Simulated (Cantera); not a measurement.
What does this Cantera script print?

```python
import numpy as np
import cantera as ct

gas_names = """
    AL ALF ALF2 ALF3 ALN AL2 AL2F6 F F2 N NF NF2 NF3 N2
""".split()
cond_names = """
    AL(cr) AL(L) ALF3(a) ALF3(b) ALF3(L) ALN(s)
""".split()


# ... load() reads the species with a 1 bar reference pressure and builds the phases ...
atoms = {
    'AlF3': {'AL': 1, 'F': 3},
    'N2': {'N': 2},
}
top_T = {'ALN(s)': 2750}  # K; cautious upper limits of use, not melting points


# ... equilibrate(T, P, feed) seeds the gas with the atoms and calls Mixture.equilibrate('TP', solver="vcs", rtol=1e-11, max_steps=5000) ...
results = []
feed = {'AlF3': 1, 'N2': 43}  # mol
P = 34  # Pa
for T in [1450, 1525, 1600, 1675, 1750, 1825, 1900, 1975, 2050, 2125]:
    mix = equilibrate(T, P, feed)
    results.append((T, P, feed, dict(zip(mix.species_names, mix.species_moles))))

top = {s: max(r[3][s] / sum(r[3][g] for g in gas_names) for r in results) for s in gas_names}
cols = sorted((s for s in top if top[s] > 1e-06), key=lambda s: -top[s])[:6]
seen = [c for c in cond_names if any(r[3].get(c, 0) > 1e-12 for r in results)]
print("log10 of partial pressures in bar; condensed amounts in mol")
print(f"{'T/K':>10s}" + "".join(f"{s[:9]:>10s}" for s in cols + seen))
for T, P, feed, n in results:
    ng = sum(n[g] for g in gas_names)
    print(f"{T:10.4g}" + "".join(f"{np.log10(max(n[s] / ng * P / 1e5, 1e-99)):10.3f}" for s in cols)
          + "".join(f"{n.get(c, 0):10.4g}" for c in seen))
```

Result:

```
log10 of partial pressures in bar; condensed amounts in mol
       T/K        N2      ALF3         F      ALF2       ALF
      1450    -3.479    -5.112    -9.404    -9.405   -12.380
      1525    -3.479    -5.112    -8.878    -8.881   -11.474
      1600    -3.479    -5.112    -8.401    -8.406   -10.655
      1675    -3.479    -5.113    -7.966    -7.976    -9.912
      1750    -3.479    -5.114    -7.566    -7.585    -9.236
      1825    -3.479    -5.116    -7.196    -7.230    -8.623
      1900    -3.479    -5.120    -6.852    -6.909    -8.067
      1975    -3.479    -5.128    -6.531    -6.620    -7.564
      2050    -3.479    -5.142    -6.231    -6.363    -7.112
      2125    -3.480    -5.169    -5.951    -6.139    -6.706
```

These are equilibrium values from Cantera (NASA tables, ideal gas, pure condensed phases), not measurements of a reactor. The tables' values for AlF2 are old estimates; treat these amounts as uncertain.
